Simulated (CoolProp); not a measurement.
C2F6 (R116) along the isobar 2.87 MPa: fugacity coefficient from the reference equation and from simpler models built on Tc = 19.9 °C, pc = 3.048 MPa, ω = 0.257; each cubic takes its own stable root.

Computed with CoolProp (reference Helmholtz-energy equation of state, Lemmon 2006). It is a short technical equation, of lower accuracy than the large ones.

| T (°C) | phase | reference |
|---|---|---|
| -73.85 | liquid | 0.04835 |
| -61.35 | liquid | 0.08484 |
| -48.95 | liquid | 0.1366 |
| -36.45 | liquid | 0.2063 |
| -23.95 | liquid | 0.2938 |
| -11.55 | liquid | 0.3969 |
| 0.95 | liquid | 0.5139 |
| 13.45 | liquid | 0.6373 |
| 25.85 | gas | 0.7120 |
| 38.35 | gas | 0.7534 |
| 50.85 | gas | 0.7867 |
| 63.35 | gas | 0.8144 |
| 75.75 | gas | 0.8378 |

**Question.** How far does each simpler model (Redlich-Kwong, Peng-Robinson) lie from the reference over these 13 states: mean and median of the absolute difference, and the worst?

**Answer.** 
- Redlich-Kwong: mean 17.3 %, median 7.0 %, worst +62.5 % at -73.85 °C and 2.87 MPa
- Peng-Robinson: mean 2.1 %, median 1.9 %, worst -3.3 % at 25.85 °C and 2.87 MPa
